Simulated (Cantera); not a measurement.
Charge: 1 mol SiH2Cl2, 18 mol N2, at 1675 °C and 160 Pa.

Equilibrium computed with Cantera from the NASA thermochemical tables; the gas is ideal and each condensed phase is pure. Candidate condensed phases: NH4Cl, Si, Si3N4; 28 gas species. The tables' values for SiCl, SiN, SiCl3 are old estimates; treat these amounts as uncertain. Equilibrium is a limit: real reactors are often held back by kinetics, nucleation or transport.

Base state: N2 0.885, SiCl2 0.0345, H2 0.0344, HCl 0.0241, Si 0.0116, H 0.00524, Cl 0.00275, SiCl 0.00232 (mole fractions); condensed: gas only.

What changes in the equilibrium state with this change: SiH2Cl2 replaced by SiCl4?


```tsv
species	before	after
N2	0.885	0.859
Cl	0.00275	0.0930
SiCl2	0.0345	0.0453
H2	0.0344	0
HCl	0.0241	0
Si	0.0116	1.34e-5
H	0.00524	0
Si2N	0.000143	<1e-9
```
The tables' values for SiCl3, SiCl are old estimates; treat these amounts as uncertain.
